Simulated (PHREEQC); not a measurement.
4.5 g of hydrous ferric oxide (600 m²/g; 0.2 weak and 0.005 strong sites per Fe, Dzombak-Morel constants, diffuse double layer) in 1 kg of water with 0.01 mol/kgw of an inert sodium salt and 0.00011 mol SrCl2 and 0.0009 mol ZnSO4, at 25 °C; the pH is set by adding NaOH or the inert anion's acid. Oxygen alone is held at its pressure in air (log pO2 = -0.68). No CO2 enters from the air. Nothing may precipitate in this run.

Model: ion-association model, wateq4f.dat, run in PHREEQC.

```csv
pH,Sr sorbed (%),S sorbed (%),Zn sorbed (%),surface charge σ (C/m²)
4,0.0,100.0,0.6,0.199
4.38,0.0,100.0,2.6,0.159
4.75,0.0,100.0,8.9,0.123
5.12,0.0,99.9,19.8,0.093
5.5,0.0,99.6,32.4,0.067
5.88,0.0,98.8,52.7,0.048
6.25,0.0,96.3,(withheld),0.033
6.62,0.1,88.4,93.9,(withheld)
7,0.4,69.7,98.6,0.016
7.38,1.3,42.0,(withheld),0.011
7.75,4.5,17.9,99.9,(withheld)
8.12,16.3,5.2,100.0,0.002
8.5,47.5,1.2,100.0,-0.003
8.88,81.3,0.2,100.0,-0.009
9.25,95.4,0.1,100.0,-0.015
9.62,99.0,0.0,100.0,-0.024
10,99.8,0.0,100.0,-0.037
```

Problem. Some entries are withheld; supply them.

Solution. 
- 6.25, Zn sorbed (%): 78.8
- 6.62, surface charge σ (C/m²): 0.023
- 7.38, Zn sorbed (%): 99.7
- 7.75, surface charge σ (C/m²): 0.007
